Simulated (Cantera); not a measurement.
An adiabatic, constant-pressure homogeneous reactor starts with CO : H₂ : CH₄ : O₂ : N₂ = 1 : 0.031 : 0.068 : 1.6 : 6.01 (molar parts), equivalence ratio 0.41, at 1425 K and 600 Torr.

Detailed kinetics in Cantera: GRI-Mech 3.0 (53 species, 325 reactions).

x: mole fraction; the columns are a selection and need not sum to one.

```
t (s)     T (K)     x CO      x H₂    x CH₄     x OH    x CH₂O    x C₂H₂    x C₂H₆
--------  -----  -------  --------  -------  -------  --------  --------  --------
7.00e-6    1425    0.115   0.00356  0.00781  3.75e-8  6.67e-10    <1e-12    <1e-12
1.72e-5    1425    0.115   0.00356  0.00781  1.43e-7       [?]    <1e-12  1.60e-11
4.21e-5    1425    0.115   0.00356  0.00780  8.43e-7       [?]    <1e-12   2.76e-9
0.000103   1426    0.115   0.00353  0.00755  4.48e-5       [?]  5.01e-10   4.78e-6
0.000253   1777   0.0543   0.00119   <1e-12  0.00502  2.79e-11    <1e-12    <1e-12
0.000622   2110   0.0296  0.000837   <1e-12  0.00628  4.28e-12    <1e-12    <1e-12
0.00153    2285   0.0171  0.000444   <1e-12  0.00535  1.46e-12    <1e-12    <1e-12
0.00374    2372  0.00956  0.000241   <1e-12  0.00421    <1e-12    <1e-12    <1e-12
0.00918    2387  0.00796  0.000201   <1e-12  0.00388    <1e-12    <1e-12    <1e-12
0.0225     2383  0.00779  0.000197   <1e-12  0.00381    <1e-12    <1e-12    <1e-12
0.0552     2376  0.00757  0.000193   <1e-12  0.00371    <1e-12    <1e-12    <1e-12
0.135      2372  0.00742  0.000189   <1e-12  0.00364    <1e-12    <1e-12    <1e-12
0.332      2371  0.00740  0.000189   <1e-12  0.00363    <1e-12    <1e-12    <1e-12
0.815      2371  0.00740  0.000189   <1e-12  0.00363    <1e-12    <1e-12    <1e-12
2.00       2371  0.00740  0.000189   <1e-12  0.00363    <1e-12    <1e-12    <1e-12
```

Problem. Some entries are withheld; supply them.

Solution. 
- 1.72e-5, x CH₂O: 9.59e-9
- 4.21e-5, x CH₂O: 2.01e-7
- 0.000103, x CH₂O: 3.90e-5
